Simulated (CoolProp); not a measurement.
Values from CoolProp's reference Helmholtz-energy equation of state, Tillner-Roth 1997.

**Question.** Give the vapour pressure (kPa), liquid density (kg/m³), vapour density (kg/m³), surface tension (mN/m) of saturated CH2F2 (R32) at 208.9, 215 K.

**Answer.** 
| T (K) | p (kPa) | liquid density (kg/m³) | vapour density (kg/m³) | surface tension (mN/m) |
|---|---|---|---|---|
| 208.9 | 51.0 | 1250 | 1.57 | 23.2 |
| 215 | 71.9 | 1230 | 2.17 | 22.0 |

Surface tension comes from a separate correlation (Mulero 2012).
